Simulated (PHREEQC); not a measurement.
A PHREEQC input (ion-association model, phreeqc.dat):

```
SOLUTION 1
  temp 40
  units mg/L
  pH 6.62
  pe 12
  Na 4020
  K 62.3
  Ca 214
  Mg 381
  Cl 5780
  S(6) 2540 as SO4
  Alkalinity 216 as HCO3
  Br 2.63
END
USE solution 6
EQUILIBRIUM_PHASES 1
  Gypsum 0 0
  CO2(g) -3.4 10
END
```

It stops with these messages:

```
ERROR: Solution 6 not found.
```

The fault: USE names a solution that was never defined. The line should read `USE solution 1` where the input has `USE solution 6`. With the mend the run ends at pH 8.53 and ionic strength 0.236 mol/kgw.
